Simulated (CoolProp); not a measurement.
Saturated liquid density (kg/m³) of fluorine: the reference equation beside estimates from Tc = 144.4 K, pc = 52.40 bar, ω = 0.045. Rackett uses Z = 0.29056 − 0.08775 ω.

Values from CoolProp's reference Helmholtz-energy equation of state, de Reuck 1990.

| T (K) | reference | Rackett | van der Waals | Redlich-Kwong | Soave-Redlich-Kwong | Peng-Robinson |
|---|---|---|---|---|---|---|
| 112.3 | 1284 | 1305 | 877.0 | 1248 | 1248 | 1415 |
| 114.5 | 1263 | 1283 | 861.8 | 1221 | 1222 | 1385 |
| 116.8 | 1241 | 1261 | 845.4 | 1191 | 1193 | 1352 |
| 119 | 1218 | 1238 | 828.9 | 1161 | 1164 | 1319 |
| 121.3 | 1193 | 1213 | 810.9 | 1129 | 1132 | 1282 |
| 123.5 | 1168 | 1188 | 792.7 | 1096 | 1100 | 1246 |
| 125.8 | 1141 | 1160 | 772.7 | 1060 | 1064 | 1204 |
| 128 | 1112 | 1132 | 752.3 | 1023 | 1028 | 1162 |
| 130.3 | 1080 | 1100 | 729.4 | 982.6 | 987.4 | 1115 |
| 132.5 | 1047 | 1067 | 705.7 | 940.4 | 945.3 | 1066 |
| 134.8 | 1007 | 1029 | 678.4 | 892.2 | 897.1 | 1009 |
| 137 | 964.1 | 987.7 | 649.1 | 840.8 | 845.5 | 948.6 |
| 139.3 | 909.5 | 935.9 | 613.4 | 779.0 | 783.2 | 875.1 |
| 141.5 | 841.6 | 871.4 | 570.7 | 706.3 | 709.7 | 788.2 |

Absolute difference from the reference over all 14 rows, mean and median: Rackett 2.0 and 1.8 %, van der Waals 32.2 and 32.2 %, Redlich-Kwong 8.2 and 7.6 %, Soave-Redlich-Kwong 7.9 and 7.2 %, Peng-Robinson 5.6 and 5.9 %.
